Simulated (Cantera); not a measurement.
Feed: 1 mol SiCl4, 5.1 mol NH3, 9.1 mol H2, at 1202 °C and 36000 Pa.

Equilibrium computed with Cantera from the NASA thermochemical tables; the gas is ideal and each condensed phase is pure. Candidate condensed phases: NH4Cl, Si, Si3N4; 28 gas species. The tables' values for SiCl3 are old estimates; treat these amounts as uncertain. Kinetics and transport are ignored.

Task: What is the equilibrium state?

Result: 
```json
{
 "x(H2)": "0.718",
 "x(HCl)": "0.186",
 "x(N2)": "0.0931",
 "x(SiCl2)": "0.00137",
 "x(SiCl4)": "0.000693",
 "x(SiCl3)": "0.000528",
 "x(SiHCl3)": "0.000253",
 "x(H)": "1.83e-5",
 "x(SiH2Cl2)": "1.45e-5",
 "n(Si3N4(s))": "0.314 mol",
 "gas_amount": "20.65 mol",
 "log10 activity of Si(s) (absent)": "-2.04"
}
```
